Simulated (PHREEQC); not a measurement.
A solution holds 2.9 mmol/kgw K2CO3 and 0.052 mmol/kgw KNO3, at 25 °C. Closed to the air; pH follows from the charge balance.

Model: ion-association model, phreeqc.dat, run in PHREEQC.

No solid was allowed to form.

Task: What pH, specific conductance does the model give?

Result: pH 10.76; specific conductance 837 µS/cm.

Task: In which forms is C present?

Result: CO3-2 78 %, HCO3- 22 % of the C.

Complexes and solids missing from the database can't appear.
